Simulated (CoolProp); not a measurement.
Properties of dodecamethylcyclohexasiloxane (D6) along the isotherm 346.85 °C.

Values from CoolProp's reference Helmholtz-energy equation of state, Colonna 2008. It is a short technical equation, of lower accuracy than the large ones.

| p (kPa) | phase | density (kg/m³) | cv (kJ/(kg K)) | speed of sound (m/s) | Joule-Thomson coefficient (K/MPa) | expansivity (1/kK) |
|---|---|---|---|---|---|---|
| 60.1 | gas | 5.350 | 1.939 | 104.9 | 10.12 | 1.784 |
| 120 | gas | 11.04 | 1.940 | 101.6 | 10.63 | 1.985 |
| 180 | gas | 17.14 | 1.941 | 98.09 | 11.22 | 2.224 |
| 240 | gas | 23.72 | 1.942 | 94.46 | 11.91 | 2.514 |
| 300 | gas | 30.86 | 1.944 | 90.62 | 12.74 | 2.872 |
| 361 | gas | 38.82 | 1.946 | 86.48 | 13.78 | 3.335 |
| 421 | gas | 47.52 | 1.948 | 82.08 | 15.08 | 3.936 |
| 481 | gas | 57.32 | 1.951 | 77.23 | 16.80 | 4.768 |
